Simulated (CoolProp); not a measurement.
The fluid at 282.18 K and 0.481 MPa is throttled through a valve to 0.153 MPa with no heat exchange. The same conditions are run with several fluids, on thermodynamics alone (safety and materials aside).

Model: reference Helmholtz-energy equation of state of each fluid (normal hydrogen: Leachman 2009; carbon monoxide: Lemmon 2006; CH2F2 (R32): Tillner-Roth 1997; R125: Lemmon 2005; carbon dioxide: Span 1996), in CoolProp.

Q: Rank normal hydrogen, carbon monoxide, CH2F2 (R32), R125, carbon dioxide by temperature change (K), highest first.

A: normal hydrogen (+0.1), carbon monoxide (-0.9), carbon dioxide (-4.2), R125 (-5.9), CH2F2 (R32) (-10.7)

```
fluid            final density (kg/m³)
---------------  ---------------------
normal hydrogen                  0.131
carbon monoxide                   1.83
CH2F2 (R32)                       3.62
R125                              8.25
carbon dioxide                    2.94
```
